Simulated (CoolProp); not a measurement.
The numbers come from the reference Helmholtz-energy equation of state, Zhou 2012 in CoolProp.

Task: Give the vapour pressure (MPa), liquid viscosity (µPa s), liquid conductivity (mW/(m K)) of saturated o-xylene at 203.15, 213.85, 245.95 °C.

Result: 
```csv
T (°C),p (MPa),liquid viscosity (µPa s),liquid conductivity (mW/(m K))
203.15,0.386,170,88.1
213.85,0.473,159,86.2
245.95,0.827,131,81.0
```

Viscosity comes from a separate model (Cao 2016). Thermal conductivity comes from a separate model (Mylona 2014).
